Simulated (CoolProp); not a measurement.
The numbers come from the reference Helmholtz-energy equation of state, Zhou 2012 in CoolProp.

Question: Give the vapour pressure (MPa), liquid cp (kJ/(kg K)), vapour Z, surface tension (mN/m) of saturated m-xylene at 223.15, 326.75 °C.

Answer: 
```json
[
 {"T (°C)": "223.15", "p (MPa)": "0.630", "liquid cp (kJ/(kg K))": "2.48", "vapour Z": "0.845", "surface tension (mN/m)": "8.30"},
 {"T (°C)": "326.75", "p (MPa)": "2.87", "liquid cp (kJ/(kg K))": "4.10", "vapour Z": "0.492", "surface tension (mN/m)": "0.708"}
]
```

Surface tension comes from a separate correlation (Mulero 2014).
